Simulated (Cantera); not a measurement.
A Cantera script and its output.

```python
import numpy as np
import cantera as ct

gas = ct.Solution("gri30.yaml")
gas.TPX = 1750, 1000000, {'C3H8': 1, 'O2': 2.5, 'N2': 20}
reactor = ct.IdealGasConstPressureReactor(gas, energy="on", clone=False)
net = ct.ReactorNet([reactor])
net.rtol, net.atol = 1e-08, 1e-16
show = ['C3H8', 'O2', 'N2O', 'H2O', 'CO']
times = np.geomspace(1e-06, 1, 12)

steps = ct.SolutionArray(gas, extra=["t"])
rows = []
print(f"{'t/s':>10s}{'T/K':>9s}{'P/Pa':>11s}" + "".join(f"{s:>11s}" for s in show))
for t in times:
    while net.time < t:
        t_next = net.step()
        steps.append(gas.state, t=t_next)
    rows.append([np.interp(t, steps.t, y) for y in (steps.T, steps.P, *steps(*show).X.T)])
    print(f"{t:10.3e}{rows[-1][0]:9.1f}{rows[-1][1]:11.4g}" + "".join(f"{x:11.3e}" for x in rows[-1][2:]))
rate = np.gradient(steps.T, steps.t)
print("integrator steps:", len(steps.t))
if steps.T.max() > steps.T[0] + 200:
    print(f"time of steepest temperature rise: {steps.t[rate.argmax()]:.4e} s")
gas.TPX = 1750, 1000000, {'C3H8': 1, 'O2': 2.5, 'N2': 20}
gas.equilibrate("HP")
print(f"equilibrium (HP): T = {gas.T:.1f} K  " + "  ".join(f"{s} {gas[s].X[0]:.3e}" for s in show))
```

Result:

```
       t/s      T/K       P/Pa       C3H8         O2        N2O        H2O         CO
 1.000e-06   1721.1      1e+06  3.135e-02  1.025e-01  5.515e-09  2.374e-03  5.030e-04
 3.511e-06   1796.2      1e+06  4.701e-03  7.781e-02  4.681e-08  1.981e-02  1.410e-02
 1.233e-05   2468.4      1e+06  9.569e-11  1.166e-04  2.720e-08  7.394e-02  8.844e-02
 4.329e-05   2469.1      1e+06  1.541e-11  1.422e-06  3.805e-08  6.680e-02  9.252e-02
 1.520e-04   2462.4      1e+06  5.825e-14  1.174e-06  6.692e-08  6.230e-02  9.836e-02
 5.337e-04   2460.3      1e+06  4.414e-24  1.266e-06  4.484e-08  6.165e-02  9.915e-02
 1.874e-03   2461.5      1e+06  2.153e-29  1.293e-06  1.463e-08  6.175e-02  9.915e-02
 6.579e-03   2462.0      1e+06  1.778e-29  1.302e-06  9.134e-09  6.180e-02  9.914e-02
 2.310e-02   2462.0      1e+06  1.759e-29  1.302e-06  8.848e-09  6.180e-02  9.914e-02
 8.111e-02   2462.0      1e+06  1.759e-29  1.302e-06  8.847e-09  6.180e-02  9.914e-02
 2.848e-01   2462.0      1e+06  1.759e-29  1.302e-06  8.847e-09  6.180e-02  9.914e-02
 1.000e+00   2462.0      1e+06  1.759e-29  1.302e-06  8.847e-09  6.180e-02  9.914e-02
integrator steps: 1628
time of steepest temperature rise: 5.0142e-06 s
equilibrium (HP): T = 2462.0 K  C3H8 2.227e-29  O2 1.302e-06  N2O 8.847e-09  H2O 6.180e-02  CO 9.914e-02
```

Computed with Cantera and GRI-Mech 3.0 (53 species, 325 reactions). GRI-Mech 3.0 was tuned for natural gas; its chemistry of propane as a main component is partial and can be far from experiment.
